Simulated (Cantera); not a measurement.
Standard-state values (1 bar) from the NASA 1993 polynomials, evaluated with Cantera. Values are per mole of reaction as written; species without (g) are pure solids or liquids, kept so even where they would boil at 1 bar. ZrN: taken at fixed stoichiometry.

ZrO2 + N(g) ⇌ O2(g) + ZrN

```csv
T (K),ΔH° (kJ),ΔS° (J/K),ΔG° (kJ),log10 K,condensed phases
300,259.5,40.3,247.4,-43.08,"ZrO2(monoclinic), ZrN(s)"
2398,244.9,22.4,191.3,-4.17,"ZrO2(tetragonal), ZrN(s)"
2448,245.2,22.5,190.2,-4.06,"ZrO2(tetragonal), ZrN(s)"
2498,245.6,22.6,189.0,-3.95,"ZrO2(tetragonal), ZrN(s)"
2548,(withheld),(withheld),(withheld),(withheld),"ZrO2(tetragonal), ZrN(s)"
2598,246.4,23.0,186.8,-3.75,"ZrO2(tetragonal), ZrN(s)"
2648,(withheld),(withheld),(withheld),(withheld),"ZrO2(s), ZrN(s)"
2698,247.3,23.3,184.4,-3.57,"ZrO2(s), ZrN(s)"
```

Complete the blanks.


- 2548, ΔH° (kJ): 246.0
- 2548, ΔS° (J/K): 22.8
- 2548, ΔG° (kJ): 187.9
- 2548, log10 K: -3.85
- 2648, ΔH° (kJ): 246.8
- 2648, ΔS° (J/K): 23.1
- 2648, ΔG° (kJ): 185.6
- 2648, log10 K: -3.66
